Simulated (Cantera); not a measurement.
## Ignition delay

Mixture: CH₄ : O₂ : N₂ = 1 : 3.28 : 12.3 (molar parts), equivalence ratio 0.61, at 0.316 atm, adiabatic and at constant pressure. Ignition delay is the time to a rise of 400 K.

Computed with Cantera and GRI-Mech 3.0 (53 species, 325 reactions).

```
T0 (K)  delay (ms)
------  ----------
1175           127
1225          60.0
1275          29.8
1325          15.5
1375          8.59
1425          5.02
```

- apparent activation energy between 1325 and 1425 K: 180 kJ/mol
